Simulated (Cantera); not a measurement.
An adiabatic, constant-volume homogeneous reactor starts with 13.6 % CO, 0.476 % H₂, 18.1 % O₂, 67.8 % N₂, at 1350 K and 4.93 atm.

Detailed kinetics in Cantera: GRI-Mech 3.0 (53 species, 325 reactions). The hydrogen kinetics of GRI-Mech 3.0 are dated; newer H2 mechanisms differ, most at raised pressure.

Task: Predict: time of steepest temperature rise; temperature at 0.400 s; equilibrium temperature; x(CO) at 0.400 s; x(H₂) at 0.400 s; x(O₂) at 0.400 s; x(H) at 0.400 s; x(OH) at 0.400 s; x(CO₂) at 0.400 s.

Result: 
```json
{
 "time_of_steepest_temperature_rise": "58.1 µs",
 "temperature at 0.400 s": "2545 K",
 "equilibrium_temperature": "2545 K",
 "x(CO) at 0.400 s": "0.00658 (gas-phase equilibrium 0.00658)",
 "x(H₂) at 0.400 s": "3.14e-5 (gas-phase equilibrium 3.14e-5)",
 "x(O₂) at 0.400 s": "0.111 (gas-phase equilibrium 0.111)",
 "x(H) at 0.400 s": "5.82e-5 (gas-phase equilibrium 5.82e-5)",
 "x(OH) at 0.400 s": "0.00169 (gas-phase equilibrium 0.00169)",
 "x(CO₂) at 0.400 s": "0.139 (gas-phase equilibrium 0.139)"
}
```
